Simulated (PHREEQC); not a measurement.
Solution (26 °C): 0.0046 mol HCl, 0.029 mol CuSO4 and 0.1 mol CuCl2 per kg of water. Closed to the air; pH follows from the charge balance.

All values are PHREEQC results (ion-association model, wateq4f.dat), not measurements.

This is a speciation only: nothing precipitates in the calculation.

Q: Estimate the pH.

A: pH 2.57.

Q: In which forms is Cl present?

A: Cl- 92 %, CuCl+ 7.2 %, CuCl2 0.6 % of the Cl.
